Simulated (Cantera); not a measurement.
A Cantera script and its output.

```python
import numpy as np
import cantera as ct

gas = ct.Solution("SiF4_NH3_mec.yaml", "gas")
gas.TPX = 1750, 43000, {'NH3': 1, 'H2': 0.58}
inlet = ct.Reservoir(gas, clone=True)

reactor = ct.IdealGasConstPressureReactor(gas, energy="off", clone=False)
exhaust = ct.Reservoir(gas, clone=True)
tau = [1.6, 0.5, 0.16, 0.051, 0.016, 0.0052, 0.0017, 0.00054, 0.00017][0]
for a, b in ((inlet, reactor), (reactor, exhaust)):
    ct.MassFlowController(a, b, mdot=lambda t: reactor.mass / tau)
net = ct.ReactorNet([reactor])
show = ['NH3', 'H2', 'H', 'N', 'N2']

rows = []
print(f"{'tau/s':>10s}{'T/K':>9s}" + "".join(f"{s:>11s}" for s in show))
for tau in [1.6, 0.5, 0.16, 0.051, 0.016, 0.0052, 0.0017, 0.00054, 0.00017]:
    net.initial_time = 0.0
    net.advance(30 * tau)
    before = gas.X
    net.advance(40 * tau)
    drift = np.max(np.abs(gas.X - before) / (gas.X + 1e-9))
    rows.append([gas.T, *gas[show].X, drift])
    print(f"{tau:10.3e}{gas.T:9.1f}" + "".join(f"{x:11.3e}" for x in gas[show].X))
```

Output:

```
     tau/s      T/K        NH3         H2          H          N         N2
 1.600e+00   1750.0  3.154e-01  5.872e-01  1.023e-04  5.480e-08  9.715e-02
 5.000e-01   1750.0  4.733e-01  4.777e-01  7.286e-05  5.291e-08  4.879e-02
 1.600e-01   1750.0  5.698e-01  4.107e-01  5.872e-05  5.075e-08  1.922e-02
 5.100e-02   1750.0  6.112e-01  3.819e-01  5.302e-05  4.899e-08  6.539e-03
 1.600e-02   1750.0  6.260e-01  3.717e-01  5.025e-05  4.616e-08  2.015e-03
 5.200e-03   1750.0  6.307e-01  3.684e-01  4.695e-05  3.921e-08  5.752e-04
 1.700e-03   1750.0  6.323e-01  3.674e-01  3.902e-05  2.331e-08  1.215e-04
 5.400e-04   1750.0  6.327e-01  3.671e-01  2.205e-05  4.441e-09  9.941e-06
 1.700e-04   1750.0  6.329e-01  3.671e-01  7.811e-06  2.038e-10  2.554e-07
```

Detailed kinetics in Cantera: the gas-phase N/H chemistry of the illustrative SiF4/NH3 mechanism in the Surface Chemkin manual (1991). Walls and surfaces, which speed up NH3 decomposition in real reactors, are not modelled.
